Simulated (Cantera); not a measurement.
**Equilibrium for silicon carbide growth: SiH₂Cl₂ + C₃H₈ + H₂**

Input: 1 mol SiH₂Cl₂, 0.1 mol C₃H₈, 14 mol H₂, held at 18.0 mbar.

These are equilibrium values from Cantera (NASA tables, ideal gas, pure condensed phases), not measurements of a reactor. Candidate condensed phases: C, C₆H₆, C₇H₈, C₈H₁₈, Si, SiC; 109 gas species. Mutual solubility and eutectic melting of coexisting phases are not modelled. The tables' values for SiCl, SiCl₃ are old estimates; treat these amounts as uncertain. Gases not in the tables: Si₂H₆ and higher silanes. Rates play no part.

From 1000 K to 1600 K the condensed part is Si(s) + SiC(s). From 1700 K to 2100 K the condensed part is Si(l) + SiC(s). At 2200 K the condensed part is SiC(s). The main Si-bearing gas is SiCl₄ at 1000 K and Si at 2200 K. The share of Si in condensed phases is highest at 1300 K (65.9 %) and lowest at 2200 K (27.8 %).

```tsv
T (K)	x H₂	x HCl	x H	x SiCl₂	x SiCl₄	x Si	n Si(s)	n SiC(s)	n Si(l)
1000	0.950	0.0216	1.65e-8	0.000831	0.0201	<1e-12	0.250	0.300	0
1100	0.934	0.0419	1.86e-7	0.00383	0.0137	1.31e-12	0.310	0.300	0
1200	0.915	0.0636	1.41e-6	0.0104	0.00589	7.71e-11	0.352	0.300	0
1300	0.904	0.0752	7.84e-6	0.0167	0.00137	2.41e-9	0.359	0.300	0
1400	0.901	0.0777	3.44e-5	0.0198	0.000250	4.57e-8	0.351	0.300	0
1500	0.901	0.0773	0.000125	0.0213	5.00e-5	5.85e-7	0.339	0.300	0
1600	0.901	0.0763	0.000385	0.0223	1.19e-5	5.42e-6	0.328	0.300	0
1700	0.900	0.0756	0.00104	0.0228	3.32e-6	3.77e-5	0	0.300	0.321
1800	0.897	0.0785	0.00253	0.0213	1.08e-6	0.000176	0	0.300	0.342
1900	0.892	0.0808	0.00559	0.0198	3.92e-7	0.000701	0	0.300	0.352
2000	0.883	0.0823	0.0114	0.0184	1.54e-7	0.00242	0	0.299	0.334
2100	0.867	0.0825	0.0216	0.0168	6.39e-8	0.00741	0	0.295	0.246
2200	0.837	0.0813	0.0384	0.0148	2.70e-8	0.0199	0	0.278	0
```
x: gas mole fraction; n: condensed amount in mol.
